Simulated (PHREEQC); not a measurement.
Make-up at 25 °C: 0.0013 mol/kgw HF, 3.9e-05 mol/kgw KF and 4.1e-05 mol/kgw (NH4)2SiF6. Closed to the air; pH follows from the charge balance.

Computed with PHREEQC (ion-association model, phreeqc.dat).

Each row changes one thing in this solution. Precipitation was switched off in this run.

| case | pH | ionic strength (mol/kgw) | F- (mol/kgw) | HF (mol/kgw) | H4SiO4 (mol/kgw) | HF2- (mol/kgw) | SI of Quartz (SiO2) |
|---|---|---|---|---|---|---|---|
| as made | 3.18 | 0.000807 | 0.000797 | 0.000767 | 3.83e-5 | 2.35e-6 | -0.44 |
| diluted 10-fold with water | 3.92 | 0.000134 | 0.000134 | 2.40e-5 | 4.10e-6 | 1.24e-8 | -1.41 |
| HF from 0.0013 to 0.00117 mol/kgw | 3.21 | 0.000764 | 0.000757 | 0.000684 | 3.94e-5 | 1.99e-6 | -0.42 |
| (NH4)2SiF6 from 4.1e-05 to 3.69e-05 mol/kgw | 3.18 | 0.000796 | 0.000787 | 0.000755 | 3.47e-5 | 2.28e-6 | -0.48 |
| KF replaced by KHSO4 at the same molality | 3.16 | 0.000881 | 0.000759 | 0.000768 | 3.85e-5 | 2.24e-6 | -0.43 |
| HF from 0.0013 to 0.00065 mol/kgw | 3.36 | 0.000570 | 0.000569 | 0.000364 | 4.09e-5 | 7.94e-7 | -0.41 |
| HF replaced by Na2SiF6 at the same molality | 3.25 | 0.00420 | 0.00156 | 0.00123 | 0.000461 | 7.35e-6 | +0.64 |
| temperature from 25 to 80 °C | … | 0.000560 | 0.000557 | 0.00102 | 4.10e-5 | 2.44e-6 | -1.09 |
| KF replaced by KH2PO4 at the same molality | 3.17 | 0.000817 | … | 0.000755 | 3.86e-5 | 2.24e-6 | -0.43 |

Task: Some entries are withheld; supply them.

Result: 
- temperature from 25 to 80 °C, pH: 3.37
- KF replaced by KH2PO4 at the same molality, F- (mol/kgw): 0.000773

Complexes and solids missing from the database can't appear. Some of these states are supersaturated (in Quartz (slow to form), Chalcedony (slow to form), for instance). Constants without temperature data keep their 25 °C values here. SiF6-2 is the database's only silicon fluoride.
